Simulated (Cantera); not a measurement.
An isothermal, constant-pressure homogeneous reactor starts with CH4 : O2 : N2 = 0.0026 : 0.0099 : 1 (molar parts), at 1350 K and 5.00 bar.

Detailed kinetics in Cantera: GRI-Mech 3.0 (53 species, 325 reactions).

x: mole fraction; the columns are a selection and need not sum to one.

| t (s) | x CH4 | x O2 | x OH | x CH2O | x C2H2 | x CH3 |
|---|---|---|---|---|---|---|
| 5.00e-6 | 0.00257 | 0.00978 | 6.88e-11 | 1.47e-12 | <1e-12 | 9.05e-10 |
| 1.99e-5 | 0.00257 | 0.00978 | 1.86e-10 | 3.02e-11 | <1e-12 | 4.75e-9 |
| 7.93e-5 | 0.00257 | 0.00978 | 2.65e-10 | 5.91e-10 | <1e-12 | 2.24e-8 |
| 0.000316 | 0.00257 | 0.00978 | 5.78e-10 | 1.15e-8 | <1e-12 | 1.09e-7 |
| 0.00126 | 0.00257 | 0.00978 | 2.06e-9 | 2.57e-7 | <1e-12 | 6.19e-7 |
| 0.00501 | 0.00256 | 0.00977 | 6.86e-9 | 4.28e-6 | 2.42e-10 | 2.02e-6 |
| 0.0200 | 0.00241 | 0.00969 | … | … | … | … |
| 0.0795 | <1e-12 | 0.00464 | 3.90e-6 | <1e-12 | <1e-12 | <1e-12 |
| 0.317 | <1e-12 | 0.00464 | 1.28e-6 | <1e-12 | <1e-12 | <1e-12 |
| 1.26 | <1e-12 | 0.00464 | 1.07e-6 | <1e-12 | <1e-12 | <1e-12 |
| 5.02 | <1e-12 | 0.00464 | 1.07e-6 | <1e-12 | <1e-12 | <1e-12 |
| 20.0 | <1e-12 | 0.00464 | 1.07e-6 | <1e-12 | <1e-12 | <1e-12 |

Question: Fill in the missing entries.

Answer: 
- 0.0200, x OH: 4.01e-8
- 0.0200, x CH2O: 3.44e-5
- 0.0200, x C2H2: 9.69e-8
- 0.0200, x CH3: 5.49e-6
